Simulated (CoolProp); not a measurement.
Vapour-liquid equilibrium of hydrogen chloride (1) + ethane (2) at 246.5 K; x and y are mole fractions of (1).

The numbers come from the multi-fluid Helmholtz-energy mixture model, Thol 2018 and Bücker 2006; pair parameters Bell 2016 in CoolProp.

| x | bubble pressure, mixture model (bar) | bubble pressure, Raoult's law (bar) | y, mixture model | y, Raoult's law |
|---|---|---|---|---|
| 0.05 | 12.66 | 11.77 | 0.101 | 0.051 |
| 0.15 | 14.03 | 11.80 | 0.246 | 0.153 |
| 0.25 | 14.94 | 11.82 | 0.347 | 0.254 |
| 0.35 | 15.51 | 11.85 | 0.423 | 0.355 |
| 0.45 | 15.80 | 11.87 | 0.486 | 0.455 |
| 0.55 | 15.86 | 11.90 | 0.542 | 0.555 |
| 0.65 | 15.72 | 11.93 | 0.597 | 0.655 |
| 0.75 | 15.33 | 11.95 | 0.661 | 0.754 |
| 0.85 | 14.56 | 11.98 | 0.746 | 0.853 |
| 0.95 | 13.13 | 12.00 | 0.886 | 0.951 |

The largest gap from Raoult's law is +33.3 % in bubble pressure, at x = 0.55. y crosses x between x = 0.45 and 0.55: the model has an azeotrope there.

Pair parameters are fitted to limited data, so mixtures are less certain than the pure fluids.
